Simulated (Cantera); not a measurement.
A Cantera script and what it prints.

```python
import numpy as np
import cantera as ct

gas_names = [...]  # 97 gases of nasa_gas.yaml made of Al, C, H, N
cond_names = """
    AL(cr) AL(L) ALN(s) C(gr) C6H6(L) C7H8(L) C8H18(L),n-octa
""".split()


# ... load() reads the species with a 1 bar reference pressure and builds the phases ...
atoms = {
    'Al(CH3)3': {'AL': 1, 'C': 3, 'H': 9},
    'N2': {'N': 2},
}
top_T = {'ALN(s)': 2750, 'C(gr)': 4500}  # K; cautious upper limits of use, not melting points


# ... equilibrate(T, P, feed) seeds the gas with the atoms and calls Mixture.equilibrate('TP', solver="vcs", rtol=1e-11, max_steps=5000) ...
results = []
feed = {'Al(CH3)3': 1, 'N2': 52}  # mol
P = 3100  # Pa
for T in [848, 948, 1048, 1148, 1248, 1348, 1448, 1548, 1648, 1748, 1848, 1948, 2048]:
    mix = equilibrate(T, P, feed)
    results.append((T, P, feed, dict(zip(mix.species_names, mix.species_moles))))

top = {s: max(r[3][s] / sum(r[3][g] for g in gas_names) for r in results) for s in gas_names}
cols = sorted((s for s in top if top[s] > 1e-05), key=lambda s: -top[s])[:7]
seen = [c for c in cond_names if any(r[3].get(c, 0) > 1e-12 for r in results)]
print("log10 of partial pressures in bar; condensed amounts in mol")
print(f"{'T/K':>10s}" + "".join(f"{s[:9]:>10s}" for s in cols + seen))
for T, P, feed, n in results:
    ng = sum(n[g] for g in gas_names)
    print(f"{T:10.4g}" + "".join(f"{np.log10(max(n[s] / ng * P / 1e5, 1e-99)):10.3f}" for s in cols)
          + "".join(f"{n.get(c, 0):10.4g}" for c in seen))
```

It prints:

```
log10 of partial pressures in bar; condensed amounts in mol
       T/K        N2        H2        AL       HCN         H       HNC       CH4    ALN(s)     C(gr)
       848    -1.545    -2.605   -26.615    -8.609   -12.023   -12.008    -5.403         1     2.993
       948    -1.545    -2.604   -22.430    -7.741   -10.582   -10.746    -5.973         1     2.998
      1048    -1.545    -2.604   -19.049    -7.041    -9.414    -9.726    -6.441         1     2.999
      1148    -1.545    -2.604   -16.262    -6.464    -8.447    -8.885    -6.831         1     2.999
      1248    -1.545    -2.604   -13.927    -5.980    -7.633    -8.180    -7.160         1     2.998
      1348    -1.545    -2.604   -11.941    -5.569    -6.938    -7.580    -7.442         1     2.995
      1448    -1.545    -2.604   -10.233    -5.216    -6.338    -7.064    -7.685         1     2.989
      1548    -1.545    -2.605    -8.749    -4.908    -5.814    -6.616    -7.898         1     2.977
      1648    -1.545    -2.606    -7.447    -4.639    -5.353    -6.222    -8.085    0.9999     2.957
      1748    -1.545    -2.608    -6.296    -4.402    -4.945    -5.875    -8.253    0.9991     2.925
      1848    -1.546    -2.612    -5.272    -4.192    -4.582    -5.567    -8.406    0.9901     2.877
      1948    -1.547    -2.619    -4.354    -4.006    -4.257    -5.293    -8.549    0.9186     2.807
      2048    -1.551    -2.635    -3.526    -3.844    -3.967    -5.053    -8.697    0.4469     2.711
```

Method: chemical equilibrium by Gibbs-energy minimisation in Cantera with the NASA 1993 tables (ideal gas, pure condensed phases). The feed counts by its element totals alone.
